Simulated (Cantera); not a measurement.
Charge: 1 mol CH3OH, 2.4 mol CO2, 6.6 mol N2, at 13.3 mbar.

Method: chemical equilibrium by Gibbs-energy minimisation in Cantera with the NASA 1993 tables (ideal gas, pure condensed phases). Kinetics and transport are ignored. All values below are at 2725 K.

```
species   before     after
-------  -------  --------
N2         0.475     0.622
H          0.109     0.170
CO         0.217     0.102
O2        0.0159   2.59e-5
CO2       0.0288  0.000544
O         0.0438   0.00177
OH        0.0258   0.00162
H2O       0.0367   0.00360
H2        0.0408    0.0990
NO       0.00705  0.000326
N        1.18e-5   1.35e-5
```
Gas species are given as mole fractions.

Task: What was changed between the two runs?
A) CO2 from 2.4 to 0.94 mol
B) CH3OH replaced by CH4
C) CO2 from 2.4 to 0.084 mol
D) N2 from 6.6 to 13 mol

Result: C, CO2 from 2.4 to 0.084 mol
